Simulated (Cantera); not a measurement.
A perfectly stirred reactor is fed with CH4 : O2 : N2 = 1 : 2.2 : 13 (molar parts), equivalence ratio 0.91, at 1050 Torr; it is adiabatic with a 425 K inlet, and is followed from long to short residence time, starting on the burning branch (τ in s: 0.24, 0.089, 0.033, 0.012, 0.0044, 0.0016, 0.0006, 0.00022, 8.1e-05, 3e-05, 1.1e-05, 4e-06).

Detailed kinetics in Cantera: GRI-Mech 3.0 (53 species, 325 reactions).

x: mole fraction; the columns are a selection and need not sum to one.

```
τ (s)    T (K)     x CH4    x O2    x HO2       x O    x HCO
-------  -----  --------  ------  -------  --------  -------
0.24      1808   5.41e-6  0.0126  6.18e-7   6.07e-5  8.57e-9
0.089     1802   1.02e-5  0.0128  1.07e-6  0.000107  2.36e-8
0.033     1790   1.94e-5  0.0134  1.84e-6  0.000190  6.52e-8
0.012     1772         …  0.0142        …         …        …
0.0044    1744   7.45e-5  0.0156  5.08e-6  0.000572  5.04e-7
0.0016    1702         …       …        …         …        …
0.00060   1644  0.000386  0.0212  1.29e-5   0.00120  3.58e-6
0.00022    425    0.0617   0.136   <1e-12    <1e-12   <1e-12
8.1e-5     425    0.0617   0.136   <1e-12    <1e-12   <1e-12
3.0e-5     425    0.0617   0.136   <1e-12    <1e-12   <1e-12
1.1e-5     425    0.0617   0.136   <1e-12    <1e-12   <1e-12
4.0e-6     425    0.0617   0.136   <1e-12    <1e-12   <1e-12
```

**Question.** What belongs in the gaps?

**Answer.** 
- 0.012, x CH4: 3.75e-5
- 0.012, x HO2: 3.13e-6
- 0.012, x O: 0.000338
- 0.012, x HCO: 1.83e-7
- 0.0016, x CH4: 0.000159
- 0.0016, x O2: 0.0178
- 0.0016, x HO2: 8.02e-6
- 0.0016, x O: 0.000902
- 0.0016, x HCO: 1.37e-6
